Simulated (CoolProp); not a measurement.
Vapour-liquid equilibrium of m-xylene (1) + n-undecane (2) at 321.8 K; x and y are mole fractions of (1).

Model: multi-fluid Helmholtz-energy mixture model, Zhou 2012 and Aleksandrov 2011; pair parameters Bell 2016, in CoolProp.

Q: Give the bubble pressure and the first vapour's composition at x = 0.05, 0.55, 0.65. Is there an azeotrope?

A: x = 0.05: 0.004798 bar, y = 0.409; x = 0.55: 0.02247 bar, y = 0.940; x = 0.65: 0.02611 bar, y = 0.960. No azeotrope shows between x = 0.05 and 0.95.

Pair parameters are fitted to limited data, so mixtures are less certain than the pure fluids.
